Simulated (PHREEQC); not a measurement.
PHREEQC input (ion-association model with all activity coefficients set to 1, wateq4f.dat):

```
SOLUTION_SPECIES
  PO4-3 + 3H+ = H3PO4  # constants of phreeqc.dat
    -log_k 21.721
    -delta_h -10.1 kJ
PHASES
  Fix_H+
    H+ = H+
    -log_k 0
SOLUTION 1
  temp 25
  units mol/kgw
  pH 7 charge
  Cl 0.01
  Na 0.01
END
SELECTED_OUTPUT 1
  -reset false
  -pH true
  -pe true
  -ionic_strength true
  -water true
  -totals Ca Cl Na P
  -molalities H+ Ca+2 Cl- Na+ PO4-3 HPO4-2 H2PO4- NaHPO4- CaHPO4 CaOH+
    O2 CaPO4- CaH2PO4+ OH- H3PO4
  -equilibrium_phases Hydroxyapatite Portlandite
PRINT
  -reset false
USE solution 1
EQUILIBRIUM_PHASES 1
  Fix_H+ -4 HCl 10
    -force_equality true
  Hydroxyapatite 0 0.1
  Portlandite 0 0
  O2(g) -0.68 10
END
# ... the last block is repeated for the other 12 points of pH, with NaOH or the acid as the point needs
```

Selected output (columns that matter, 13 of 13 rows; pH added in front):

```
pH	mu	Ca	Cl	Na	P	m_H+	m_Ca+2	m_Cl-	m_Na+	m_H2PO4-	m_CaH2PO4+	m_OH-	Hydroxyapatite
4	0.35756	0.16169	0.23593	0.0099942	0.097014	0.0001	0.093329	0.23593	0.0099938	0.028252	0.067463	9.9365e-11	0.067643
4.58	0.090919	0.032173	0.054716	0.0099988	0.019304	2.6303e-05	0.024531	0.054716	0.0099983	0.01159	0.0072743	3.799e-10	0.093565
5.17	0.031958	0.00791	0.02091	0.0099997	0.004746	6.7608e-06	0.0070722	0.02091	0.009999	0.0038682	0.00069995	1.4796e-09	0.098418
5.75	0.016656	0.0023003	0.013128	0.0099999	0.0013802	1.7783e-06	0.0021814	0.013128	0.0099991	0.0012176	6.7959e-05	5.6269e-09	0.09954
6.33	0.012149	0.00072316	0.010946	0.01	0.00043389	4.6774e-07	0.00069832	0.010946	0.009999	0.00036027	6.437e-06	2.1395e-08	0.099855
6.92	0.010759	0.0002441	0.010287	0.01	0.00014646	1.2023e-07	0.00023727	0.010287	0.0099991	9.1474e-05	5.5533e-07	8.3237e-08	0.099951
7.5	0.010321	9.6969e-05	0.010096	0.01	5.8181e-05	3.1623e-08	9.4872e-05	0.010096	0.0099993	1.8685e-05	4.5355e-08	3.1646e-07	0.099981
8.08	0.010153	4.4407e-05	0.010037	0.01	2.6644e-05	8.3176e-09	4.371e-05	0.010037	0.0099996	3.0136e-06	3.3703e-09	1.2031e-06	0.099991
8.67	0.010076	2.1714e-05	0.010013	0.01	1.3028e-05	2.138e-09	2.1413e-05	0.010013	0.0099998	4.1582e-07	2.2782e-10	4.6808e-06	0.099996
9.25	0.010048	1.1093e-05	0.01	0.010009	6.6558e-06	5.6234e-10	1.0895e-05	0.01	0.010009	5.6846e-08	1.5846e-11	1.7796e-05	0.099998
9.83	0.010083	5.7676e-06	0.01	0.010063	3.4606e-06	1.4791e-10	5.5939e-06	0.01	0.010063	7.6535e-09	1.0954e-12	6.7658e-05	0.099999
10.42	0.010271	3.0308e-06	0.01	0.010261	1.8185e-06	3.8019e-11	2.859e-06	0.01	0.010261	9.8405e-10	7.1984e-14	0.00026322	0.099999
11	0.011005	1.6761e-06	0.01	0.011	1.0056e-06	1e-11	1.4959e-06	0.01	0.011	1.2839e-10	4.9141e-15	0.0010007	0.1
```

H3PO4, which wateq4f.dat lacks, is added to it with the constant of phreeqc.dat.
